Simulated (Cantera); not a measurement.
**Diamond growth**

A diamond (100) surface in a fixed gas of H2 with x(CH4) = 0.0058, x(CH3) = 8.1e-05, at 1150 K, 4400 Pa; coverages are run to steady state.

Computed with Cantera and the Harris–Goodwin 1993 mechanism for the reconstructed diamond (100) surface.

```csv
x(H),growth (µm/h),θ c6HH,θ c6H*,θ c6*H,θ c6**,θ c6HM
0.0001,0.0676,0.604,0.0254,0.360,0.00524,0.00233
0.00023,0.161,0.539,0.0293,0.416,0.0102,0.00291
0.00051,0.327,0.504,0.0313,0.443,0.0153,0.00325
0.0012,0.643,0.485,0.0323,0.457,0.0196,0.00324
0.0026,1.10,0.477,0.0327,0.463,0.0220,0.00284
0.0059,1.74,0.474,0.0330,0.466,0.0233,0.00209
0.013,2.36,0.473,0.0331,0.468,0.0240,0.00132
0.03,2.84,0.472,0.0334,0.469,0.0243,0.000699
0.069,3.13,0.472,0.0338,0.469,0.0246,0.000336
```
θ: site fractions in the mechanism's names (c6HH fully hydrogenated, c6H* and c6*H radical sites, c6** diradical, c6HM methylated).
